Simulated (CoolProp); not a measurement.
Model: reference Helmholtz-energy equation of state, Wagner 2002, in CoolProp.

Q: Give the vapour pressure (kPa), liquid density (kg/m³), vapour Z, liquid viscosity (µPa s) of saturated water at 403.9, 552.3, 582 K.

A: 
```json
[
 {"T (K)": "403.9", "p (kPa)": "276", "liquid density (kg/m³)": "934", "vapour Z": "0.970", "liquid viscosity (µPa s)": "212"},
 {"T (K)": "552.3", "p (kPa)": "6330", "liquid density (kg/m³)": "752", "vapour Z": "0.760", "liquid viscosity (µPa s)": "93.9"},
 {"T (K)": "582", "p (kPa)": "9710", "liquid density (kg/m³)": "693", "vapour Z": "0.676", "liquid viscosity (µPa s)": "82.5"}
]
```

Viscosity comes from a separate model (Huber 2009).
